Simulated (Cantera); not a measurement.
An isothermal, constant-pressure homogeneous reactor starts with 1.86 % H2, 98.1 % O2, at 1448 K and 0.825 Torr.

Model: GRI-Mech 3.0 (53 species, 325 reactions), integrated in Cantera. Radical loss at walls, strong at low pressure, is not modelled.

Predict: x(H2) at 4.00 s; x(O2) at 4.00 s; x(H2O2) at 4.00 s; x(HO2) at 4.00 s; x(O) at 4.00 s; x(OH) at 4.00 s; x(H) at 4.00 s.


* **x(H2) at 4.00 s**: 0.000119 (gas-phase equilibrium 5.29e-7)
* **x(O2) at 4.00 s**: 0.965 (gas-phase equilibrium 0.981)
* **x(H2O2) at 4.00 s**: 1.30e-9 (gas-phase equilibrium 9.36e-11)
* **x(HO2) at 4.00 s**: 5.21e-8 (gas-phase equilibrium 3.31e-8)
* **x(O) at 4.00 s**: 0.0144 (gas-phase equilibrium 5.86e-5)
* **x(OH) at 4.00 s**: 0.00255 (gas-phase equilibrium 0.000172)
* **x(H) at 4.00 s**: 0.000754 (gas-phase equilibrium 2.03e-7)
